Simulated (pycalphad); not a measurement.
An equivalent pycalphad script:

```python
from pycalphad import Database, equilibrium, calculate, variables as v
import numpy as np
db = Database('COST507.tdb')
comps = ['AL', 'SI', 'C', 'VA']
phases = ['AL4C3', 'AL4SIC4', 'AL8SIC7', 'CSI', 'DIAMOND_A4', 'FCC_A1', 'GRAPHITE', 'LIQUID']
eq = equilibrium(db, comps, phases, {v.X('SI'): 0.0213, v.X('C'): 0.1396, v.T: np.arange(1850, 499, -25), v.P: 101325, v.N: 1}, output=['HM', 'SM'])
```

All values are pycalphad results on the COST 507 light-alloy database (1999) (1 atm), not direct measurements. The database dates from 1999; later assessments differ in places, in temperatures and in the compounds included. Amounts are mole fractions of atoms. Diffusion is slow at the low end, where real alloys seldom reach equilibrium.

Results at three of the temperatures:

```
T = 1800.00 K, P = 101325 Pa, N = 1 mol of atoms
G = -105088 J/mol, H = 40727 J/mol, S = 81.01 J/(mol K)  (SER reference)
chemical potentials (J/mol): Al -110295, Si -142693, C -68052
phase             fraction      x(Al)      x(Si)       x(C)
LIQUID              0.6795     0.9661     0.0306     0.0033
AL4C3               0.3205     0.5699     0.0015     0.4286
```

```
T = 1050.00 K, P = 101325 Pa, N = 1 mol of atoms
G = -50072 J/mol, H = 17375 J/mol, S = 64.24 J/(mol K)  (SER reference)
chemical potentials (J/mol): Al -46569, Si -60271, C -69572
phase             fraction      x(Al)      x(Si)       x(C)
LIQUID              0.6770     0.9806     0.0194   2.28e-08
AL4C3               0.1941     0.5709    0.00055     0.4286
AL8SIC7             0.1290     0.5000     0.0625     0.4375
```

```
T = 700.00 K, P = 101325 Pa, N = 1 mol of atoms
G = -31496 J/mol, H = -727 J/mol, S = 43.96 J/(mol K)  (SER reference)
chemical potentials (J/mol): Al -24883, Si -20791, C -72876
phase             fraction      x(Al)      x(Si)       x(C)
FCC_A1              0.6809     0.9980     0.0020   4.99e-14
AL8SIC7             0.3191     0.5000     0.0625     0.4375
```

Changes of the phase set, refined by bisection:

```json
[
 {"T (K)": "1151.6", "phases above": "AL4C3 + liquid", "phases below": "AL4C3 + AL8SIC7 + liquid"},
 {"T (K)": "927.8", "phases above": "AL4C3 + AL8SIC7 + liquid", "phases below": "AL8SIC7 + fcc + liquid"},
 {"T (K)": "921.6", "phases above": "AL8SIC7 + fcc + liquid", "phases below": "AL8SIC7 + fcc"},
 {"T (K)": "654.7", "phases above": "AL8SIC7 + fcc", "phases below": "AL8SIC7 + diamond (Si) + fcc"}
]
```

Database names, with the compositions (at.%) that they take in these runs: AL4C3: Al 57 C 43; AL8SIC7: Al 50 C 44 Si 6. FCC_A1 is fcc.
